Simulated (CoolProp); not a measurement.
The numbers come from the reference Helmholtz-energy equation of state, Gedanitz 2015 in CoolProp.

Problem. For cyclopentane, give the phase and the cp (kJ/(kg K)), cv (kJ/(kg K)), conductivity (mW/(m K)) at 276.85 °C and 3.53 bar; 276.85 °C and 7.05 bar.

Solution. 
- 276.85 °C and 3.53 bar: gas; cp 2.38, cv 2.25, conductivity 43.5
- 276.85 °C and 7.05 bar: gas; cp 2.40, cv 2.25, conductivity 44.4

Thermal conductivity comes from a separate model (Vassiliou 2015).
